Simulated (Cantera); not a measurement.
Charge: 1 mol SiF4, 37 mol NH3, 84 mol N2, at 925 K and 54.0 Pa.

Cantera equilibrium calculation (NASA polynomials, part measured and part estimated; ideal gas, pure solids and liquids). Candidate condensed phases: Si, Si3N4; 37 gas species. The numbers say what is thermodynamically allowed, not how fast it happens.

Base state: N2 0.645, H2 0.349, SiF4 0.00623, HF 0.000201 (mole fractions); condensed: Si3N4(s).

Question: What changes in the equilibrium state with this change: NH3 from 37 to 1.1 mol?

Answer: 
```json
[
 {"species": "N2", "before": "0.645", "after": "0.970"},
 {"species": "H2", "before": "0.349", "after": "0.0189"},
 {"species": "SiF4", "before": "0.00623", "after": "0.0115"},
 {"species": "HF", "before": "0.000201", "after": "5.82e-5"},
 {"species": "Si3N4(s), mol", "before": "0.00257", "after": "0.000398"}
]
```
